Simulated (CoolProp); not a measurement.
Vapour-liquid equilibrium of CHF3 (R23) (1) + sulfur hexafluoride (2) at -24.45 °C; x and y are mole fractions of (1).

Model: multi-fluid Helmholtz-energy mixture model, Penoncello 2003 and Guder 2009; pair parameters Bell 2016, in CoolProp.

Problem. Give the bubble pressure and the first vapour's composition at x = 0.05, 0.2, 0.5. Is there an azeotrope?

Solution. x = 0.05: 0.7193 MPa, y = 0.185; x = 0.2: 0.9595 MPa, y = 0.432; x = 0.5: 1.173 MPa, y = 0.628. y crosses x between x = 0.8 and 0.95: the model has an azeotrope there.

Pair parameters are fitted to limited data, so mixtures are less certain than the pure fluids.
